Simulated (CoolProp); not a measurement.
A closed Brayton cycle with nitrogen: compressor inlet 323.15 K and 3.5 MPa, high pressure 10.7 MPa, turbine inlet 975 K, compressor efficiency 0.8, turbine efficiency 0.93, recuperator effectiveness 0.9 (on enthalpy, no pinch check). Each further row changes one setting.

Values from CoolProp's reference Helmholtz-energy equation of state, Span 2000.

```csv
case,thermal efficiency (%),net work (kJ/kg),compressor to turbine work,compressor exit (K),turbine exit (K)
as stated,35.4,106,0.60,475.9,745.0
turbine inlet 925 K,32.7,?,?,475.9,?
compressor inlet 333.15 K,?,101,0.62,490.5,745.0
high pressure 9.09 MPa,36.4,?,0.58,?,775.1
recuperator effectiveness 0.5,?,106,0.60,475.9,745.0
```

Problem. What belongs in the gaps?

Solution. 
- turbine inlet 925 K, net work (kJ/kg): 92.0
- turbine inlet 925 K, compressor to turbine work: 0.64
- turbine inlet 925 K, turbine exit (K): 704.9
- compressor inlet 333.15 K, thermal efficiency (%): 33.9
- high pressure 9.09 MPa, net work (kJ/kg): 98.5
- high pressure 9.09 MPa, compressor exit (K): 450.5
- recuperator effectiveness 0.5, thermal efficiency (%): 25.4
